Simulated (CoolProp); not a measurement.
A simple Rankine cycle with n-pentane: condensing at 307.15 K, boiler at 0.667 MPa, turbine inlet 528.5 K, turbine efficiency 0.65, pump efficiency 0.8, no recuperator. Each further row changes one setting.

Model: reference Helmholtz-energy equation of state, Thol 2019, in CoolProp.

```tsv
case	thermal efficiency (%)	net work (kJ/kg)	heat in (kJ/kg)	turbine exit temperature (K)	volume ratio over the turbine
as stated	8.5	71.1	837	497.2	[?]
turbine inlet 548.5 K	8.3	[?]	891	517.2	6.90
condensing temperature 299.15 K	9.5	81.2	855	493.1	9.14
boiler pressure 0.467 MPa	7.0	59.1	[?]	503.3	4.83
turbine efficiency 0.55	[?]	59.9	837	501.6	6.98
```

Q: Fill in the missing entries.

A: 
- as stated, volume ratio over the turbine: 6.92
- turbine inlet 548.5 K, net work (kJ/kg): 74.1
- boiler pressure 0.467 MPa, heat in (kJ/kg): 840
- turbine efficiency 0.55, thermal efficiency (%): 7.2
